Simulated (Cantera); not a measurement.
What does this Cantera script print?

```python
import numpy as np
import cantera as ct

gas = ct.Solution("gri30.yaml")
gas.TPX = 1298, 100000, {'CH4': 0.016, 'O2': 0.014, 'N2': 1}
reactor = ct.IdealGasConstPressureReactor(gas, energy="off", clone=False)
net = ct.ReactorNet([reactor])
net.rtol, net.atol = 1e-08, 1e-18
show = ['CH4', 'O2', 'CO', 'HCO', 'H2', 'CH3', 'CH2O']
times = np.geomspace(4e-05, 100, 13)

steps = ct.SolutionArray(gas, extra=["t"])
rows = []
print(f"{'t/s':>10s}{'T/K':>9s}{'P/Pa':>11s}" + "".join(f"{s:>11s}" for s in show))
for t in times:
    while net.time < t:
        t_next = net.step()
        steps.append(gas.state, t=t_next)
    rows.append([np.interp(t, steps.t, y) for y in (steps.T, steps.P, *steps(*show).X.T)])
    print(f"{t:10.3e}{rows[-1][0]:9.1f}{rows[-1][1]:11.4g}" + "".join(f"{x:11.3e}" for x in rows[-1][2:]))
rate = np.gradient(steps.T, steps.t)
print("integrator steps:", len(steps.t))
if steps.T.max() > steps.T[0] + 200:
    print(f"time of steepest temperature rise: {steps.t[rate.argmax()]:.4e} s")
gas.TPX = 1298, 100000, {'CH4': 0.016, 'O2': 0.014, 'N2': 1}
gas.equilibrate("TP")
print(f"equilibrium (TP): T = {gas.T:.1f} K  " + "  ".join(f"{s} {gas[s].X[0]:.3e}" for s in show))
```

Output:

```
       t/s      T/K       P/Pa        CH4         O2         CO        HCO         H2        CH3       CH2O
 4.000e-05   1298.0      1e+05  1.553e-02  1.359e-02  1.460e-15  9.691e-18  9.344e-10  4.996e-09  1.369e-11
 1.365e-04   1298.0      1e+05  1.553e-02  1.359e-02  3.553e-14  1.271e-16  3.606e-09  1.817e-08  1.753e-10
 4.660e-04   1298.0      1e+05  1.553e-02  1.359e-02  1.177e-12  1.716e-15  1.374e-08  6.757e-08  2.254e-09
 1.591e-03   1298.0      1e+05  1.553e-02  1.359e-02  5.637e-11  2.928e-14  6.041e-08  2.814e-07  3.255e-08
 5.429e-03   1298.0      1e+05  1.553e-02  1.359e-02  4.154e-09  7.400e-13  3.547e-07  1.218e-06  5.107e-07
 1.853e-02   1298.0      1e+05  1.552e-02  1.359e-02  2.414e-07  1.094e-11  2.332e-06  2.597e-06  4.848e-06
 6.325e-02   1298.0      1e+05  1.546e-02  1.356e-02  6.525e-06  8.052e-11  1.686e-05  4.026e-06  2.505e-05
 2.159e-01   1298.0      1e+05  1.493e-02  1.324e-02  1.777e-04  6.633e-10  2.417e-04  8.832e-06  8.997e-05
 7.368e-01   1298.0      1e+05  2.314e-03  5.239e-04  9.639e-03  4.668e-10  1.040e-02  6.893e-06  1.871e-06
 2.515e+00   1298.0      1e+05  2.085e-03  2.673e-05  9.679e-03  9.345e-12  1.095e-02  7.542e-07  5.561e-08
 8.584e+00   1298.0      1e+05  2.062e-03  1.639e-06  9.436e-03  4.211e-12  1.125e-02  3.864e-07  6.549e-09
 2.930e+01   1298.0      1e+05  2.012e-03  8.093e-10  8.888e-03  3.849e-12  1.191e-02  3.490e-07  3.353e-09
 1.000e+02   1298.0      1e+05  1.870e-03  2.235e-15  7.947e-03  3.690e-12  1.319e-02  3.144e-07  2.974e-09
integrator steps: 2314
equilibrium (TP): T = 1298.0 K  CH4 1.091e-09  O2 1.109e-15  CO 1.246e-02  HCO 8.103e-12  H2 2.189e-02  CH3 1.561e-13  CH2O 1.279e-10
```

Model: GRI-Mech 3.0 (53 species, 325 reactions), integrated in Cantera.
